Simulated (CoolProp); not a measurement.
Vapour-liquid equilibrium of diethyl ether (1) + methanol (2) at 74.95 °C; x and y are mole fractions of (1).

Values from CoolProp's multi-fluid Helmholtz-energy mixture model, Thol 2014 and de Reuck 1993; pair parameters Bell 2016.

Task: Give the bubble pressure and the first vapour's composition at x = 0.35, 0.8, 0.95. Is there an azeotrope?

Result: x = 0.35: 0.3026 MPa, y = 0.609; x = 0.8: 0.3554 MPa, y = 0.825; x = 0.95: 0.3561 MPa, y = 0.944. y crosses x between x = 0.8 and 0.95: the model has an azeotrope there.

Pair parameters are fitted to limited data, so mixtures are less certain than the pure fluids.
